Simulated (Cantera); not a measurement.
A perfectly stirred reactor is fed with H2 : O2 : N2 = 1 : 1 : 7.2 (molar parts), at 465 Torr; it is held at 1325 K, and followed from long to short residence time.

Computed with Cantera and the H2/O2 subset of GRI-Mech 3.0, which has no nitrogen chemistry. The temperature is held fixed by assumption; the heat of reaction is taken as removed at once.

One state of this run: x H2 = 0.00190; x O2 = 0.0577; x HO2 = 1.67e-5; x H2O2 = 1.43e-6; x H = 0.000683; x O = 0.000880; x OH = 0.00120. x: mole fraction; the columns are a selection and need not sum to one.

Problem. Which value of τ (s) does it belong to?
(A) 0.0049
(B) 0.00037
(C) 0.86
(D) 0.018

Solution. A, 0.0049
